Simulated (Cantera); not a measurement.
Feed: 1 mol Si, 0.0083 mol O2, 4.9 mol H2, equilibrated at 3.50 bar.

Cantera equilibrium calculation (NASA polynomials, part measured and part estimated; ideal gas, pure solids and liquids). Candidate condensed phases: H2O, Si, SiO2; 18 gas species. Gases not in the tables: Si2H6 and higher silanes. Kinetics and transport are ignored. All values below are at 1502 °C.

Base state: H2 0.996, SiO 0.00336, H 0.000154, SiH2 2.49e-5, H2O 1.57e-5 (mole fractions); condensed: Si(l).

Question: What changes in the equilibrium state with this change: Si replaced by Si3N4?

Answer: 
```
species           before     after
--------------  --------  --------
H2                 0.996     0.998
N2                     0   0.00166
H               0.000154  0.000155
SiO              0.00336   6.28e-5
H2O              1.57e-5   2.95e-7
SiH2             2.49e-5   2.50e-5
Si(l), mol         0.983   0.00365
Si2N2O(s), mol         0    0.0163
Si3N4(s), mol          0     0.988
```
Mutual solubility and eutectic melting of coexisting phases are not modelled. Further candidate phases: Si2N2O, Si3N4.
